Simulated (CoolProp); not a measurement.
A single-stage vapour-compression cycle with R245ca: evaporating at 257.15 K (dew point), condensing at 314.15 K (bubble point), superheat 5 K, subcooling 5 K, compressor efficiency 0.7, no pressure losses. Each further row changes one setting.

Values from CoolProp's reference Helmholtz-energy equation of state, Zhou 2016.

```json
[
 {"case": "as stated", "cooling COP": "2.59", "pressure ratio": "12.0", "discharge temperature (K)": "335.0", "refrigerating effect (kJ/kg)": "160", "volumetric capacity (kJ/m³)": "148"},
 {"case": "evaporating temperature 262.15 K", "cooling COP": "2.96", "pressure ratio": "(withheld)", "discharge temperature (K)": "(withheld)", "refrigerating effect (kJ/kg)": "164", "volumetric capacity (kJ/m³)": "196"},
 {"case": "condensing temperature 309.15 K", "cooling COP": "2.92", "pressure ratio": "(withheld)", "discharge temperature (K)": "(withheld)", "refrigerating effect (kJ/kg)": "167", "volumetric capacity (kJ/m³)": "155"},
 {"case": "subcooling 10 K", "cooling COP": "(withheld)", "pressure ratio": "12.0", "discharge temperature (K)": "335.0", "refrigerating effect (kJ/kg)": "167", "volumetric capacity (kJ/m³)": "155"},
 {"case": "superheat 15 K", "cooling COP": "2.62", "pressure ratio": "12.0", "discharge temperature (K)": "345.5", "refrigerating effect (kJ/kg)": "169", "volumetric capacity (kJ/m³)": "150"},
 {"case": "compressor efficiency 0.6", "cooling COP": "(withheld)", "pressure ratio": "12.0", "discharge temperature (K)": "(withheld)", "refrigerating effect (kJ/kg)": "160", "volumetric capacity (kJ/m³)": "148"}
]
```

Problem. Complete the blanks.

Solution. 
- evaporating temperature 262.15 K, pressure ratio: 9.17
- evaporating temperature 262.15 K, discharge temperature (K): 332.4
- condensing temperature 309.15 K, pressure ratio: 10.1
- condensing temperature 309.15 K, discharge temperature (K): 329.7
- subcooling 10 K, cooling COP: 2.70
- compressor efficiency 0.6, cooling COP: 2.22
- compressor efficiency 0.6, discharge temperature (K): 345.2
